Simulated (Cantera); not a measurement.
Input: 1 mol MgO, 3.5 mol SO3, 0.067 mol H2O, at 1252 °C and 0.170 bar.

Cantera equilibrium calculation (NASA polynomials, part measured and part estimated; ideal gas, pure solids and liquids). Candidate condensed phases: H2O, H2SO4, Mg, MgO, Mg(OH)2, MgS, MgSO4, S; 26 gas species. Equilibrium is a limit: real reactors are often held back by kinetics, nucleation or transport.

Base state: SO2 0.655, O2 0.327, H2O 0.0126, SO3 0.00509, OH 5.99e-5 (mole fractions); condensed: MgO(s).

### Question
What changes in the equilibrium state with this change: temperature from 1252 °C to 950 °C?

### Answer
| species | before | after |
|---|---|---|
| SO2 | 0.655 | 0.634 |
| O2 | 0.327 | 0.317 |
| SO3 | 0.00509 | 0.0315 |
| H2O | 0.0126 | 0.0178 |
| OH | 5.99e-5 | 2.97e-6 |
| MgO(s), mol | 1.00 | 0 |
| MgSO4(s), mol | 0 | 1.00 |
